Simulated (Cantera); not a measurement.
Cantera run, input and output.

```python
import numpy as np
import cantera as ct

gas = ct.Solution("gri30.yaml")
gas.TPX = 348, 13332, {'CO': 1, 'H2': 0.081, 'CH4': 0.51, 'O2': 1.79, 'N2': 6.74}
flame = ct.FreeFlame(gas, width=0.16)
flame.set_refine_criteria(ratio=3, slope=0.08, curve=0.16)
flame.transport_model = "mixture-averaged"
flame.solve(loglevel=0, auto=True)
z, T = flame.grid, flame.T
thick = (T[-1] - T[0]) / np.gradient(T, z).max()
show = ['CO', 'H2', 'CH4', 'HCO', 'NO2', 'OH']
print(f"laminar burning velocity  {flame.velocity[0] * 100:.3f} cm/s")
print(f"burnt temperature         {T[-1]:.1f} K")
print(f"thermal thickness         {thick * 1e3:.4f} mm")
print(f"grid points               {len(z)}")
z0 = z[flame.heat_release_rate.argmax()]
print(f"{'z/mm':>9s}{'T/K':>9s}{'u/(m/s)':>9s}" + "".join(f"{s:>11s}" for s in show))
rows = []
for k in (-3, -2, -1.5, -1, -0.5, -0.25, 0, 0.25, 0.5, 1, 2, 4, 8):
    zz = z0 + k * thick
    rows.append([k * thick, np.interp(zz, z, T), np.interp(zz, z, flame.velocity),
                 *(np.interp(zz, z, flame.X[gas.species_index(s)]) for s in show)])
    print(f"{rows[-1][0] * 1e3:9.3f}{rows[-1][1]:9.1f}{rows[-1][2]:9.3f}" + "".join(f"{x:11.3e}" for x in rows[-1][3:]))
```

It prints:

```
laminar burning velocity  88.678 cm/s
burnt temperature         2176.8 K
thermal thickness         2.6400 mm
grid points               183
     z/mm      T/K  u/(m/s)         CO         H2        CH4        HCO        NO2         OH
   -7.920    348.0    0.887  9.880e-02  8.043e-03  5.039e-02  2.248e-19 -2.426e-15  2.229e-14
   -5.280    348.0    0.887  9.878e-02  8.200e-03  5.038e-02  1.457e-17  1.461e-13  9.904e-13
   -3.960    348.2    0.888  9.875e-02  8.521e-03  5.036e-02  1.801e-15  1.934e-12  5.068e-11
   -2.640    352.1    0.899  9.859e-02  9.681e-03  5.022e-02  5.421e-12  8.436e-11  1.259e-07
   -1.320    534.8    1.373  9.681e-02  1.385e-02  4.553e-02  6.289e-08  1.819e-10  1.608e-04
   -0.660    880.2    2.275  9.867e-02  1.683e-02  3.137e-02  2.608e-06  6.484e-11  3.369e-04
    0.000   1302.3    3.380  1.017e-01  1.701e-02  8.580e-03  3.674e-05  1.068e-10  2.271e-03
    0.660   1479.0    3.828  8.910e-02  1.190e-02  6.130e-04  1.001e-05  5.391e-11  4.638e-03
    1.320   1530.1    3.937  7.275e-02  9.273e-03  2.189e-05  5.387e-07  6.624e-11  5.640e-03
    2.640   1588.4    4.050  5.346e-02  9.214e-03  4.292e-08  3.814e-08  1.041e-10  6.612e-03
    5.280   1657.3    4.193  4.231e-02  9.553e-03  9.183e-13  2.561e-08  1.795e-10  7.409e-03
   10.560   1738.3    4.373  3.940e-02  8.849e-03  1.053e-17  1.810e-08  3.217e-10  7.924e-03
   21.120   1832.8    4.581  3.654e-02  7.554e-03  3.167e-18  1.108e-08  5.900e-10  8.138e-03
```

Model: GRI-Mech 3.0 (53 species, 325 reactions), integrated in Cantera. Burning velocities carry a grid error of a few per cent, more on coarse grids.
